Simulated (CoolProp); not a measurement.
The fluoroketone C6F12O (FK-5-1-12) at 449.41 K and 2.78 MPa is throttled through a valve to 0.439 MPa with no heat exchange. Each further row changes one setting.

The numbers come from the reference Helmholtz-energy equation of state, McLinden 2015 in CoolProp.

```
case                       temperature change (K)  final density (kg/m³)
-------------------------  ----------------------  ---------------------
as stated                                   -48.7                   47.9
outlet pressure 0.132 MPa                   -52.6                   13.1
outlet pressure 0.571 MPa                   -46.9                   65.2
```
